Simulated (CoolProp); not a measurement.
A closed Brayton cycle with nitrogen: compressor inlet 323.15 K and 4.9 MPa, high pressure 12.1 MPa, turbine inlet 995 K, compressor efficiency 0.89, turbine efficiency 0.93, recuperator effectiveness 0.8 (on enthalpy, no pinch check). Each further row changes one setting.

Computed with CoolProp (reference Helmholtz-energy equation of state, Span 2000).

```
case                           thermal efficiency (%)  net work (kJ/kg)  compressor to turbine work  compressor exit (K)  turbine exit (K)
-----------------------------  ----------------------  ----------------  --------------------------  -------------------  ----------------
as stated                                        36.4               114                        0.50                431.7             801.4
turbine inlet 945 K                              35.0               102                        0.53                431.7             759.5
compressor inlet 333.15 K                        35.6               110                        0.52                444.9             801.4
high pressure 10.3 MPa                           34.6              99.5                        0.48                410.2             833.2
recuperator effectiveness 0.5                    26.2               114                        0.50                431.7             801.4
```
